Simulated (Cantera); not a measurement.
An isothermal, constant-pressure homogeneous reactor starts with N2O : H2O = 1 : 0.014 (molar parts), at 1300 K and 0.0750 bar.

Detailed kinetics in Cantera: GRI-Mech 3.0 (53 species, 325 reactions). GRI-Mech 3.0 was tuned for natural gas; its chemistry of N2O as a main component is partial and can be far from experiment. The mechanism lacks the step 2 NO + O2 → 2 NO2, which can matter for NO2 below about 1400 K. The temperature is held fixed by assumption; the heat of reaction is taken as removed at once.

x: mole fraction; the columns are a selection and need not sum to one.

| t (s) | x N2O | x H2O | x H | x OH | x O |
|---|---|---|---|---|---|
| 7.00e-5 | 0.986 | 0.0138 | 2.94e-11 | 1.47e-7 | 5.64e-6 |
| 0.000228 | 0.986 | 0.0138 | 2.69e-10 | [?] | 7.84e-6 |
| 0.000743 | 0.986 | 0.0138 | 1.08e-9 | 3.00e-6 | 7.98e-6 |
| 0.00242 | 0.985 | 0.0138 | 3.27e-9 | 7.90e-6 | 7.95e-6 |
| 0.00788 | 0.983 | 0.0138 | 6.56e-9 | 1.56e-5 | 7.90e-6 |
| 0.0257 | 0.975 | 0.0137 | 7.99e-9 | 2.18e-5 | 7.82e-6 |
| 0.0837 | 0.952 | 0.0136 | 8.46e-9 | 2.69e-5 | 7.58e-6 |
| 0.273 | 0.880 | 0.0133 | 8.95e-9 | 3.12e-5 | 7.33e-6 |
| 0.888 | 0.692 | 0.0124 | 1.04e-8 | 3.30e-5 | 7.16e-6 |
| 2.89 | [?] | [?] | 1.40e-8 | 3.14e-5 | 6.88e-6 |
| 9.42 | 0.0551 | 0.00949 | 1.46e-8 | 2.61e-5 | 5.31e-6 |
| 30.7 | 0.00106 | 0.00925 | 6.88e-10 | 8.85e-6 | 6.24e-7 |
| 100 | 1.68e-6 | 0.00925 | 3.02e-10 | 6.63e-6 | 3.50e-7 |

**Question.** What belongs in the gaps?

**Answer.** 
- 0.000228, x OH: 8.28e-7
- 2.89, x N2O: 0.346
- 2.89, x H2O: 0.0108
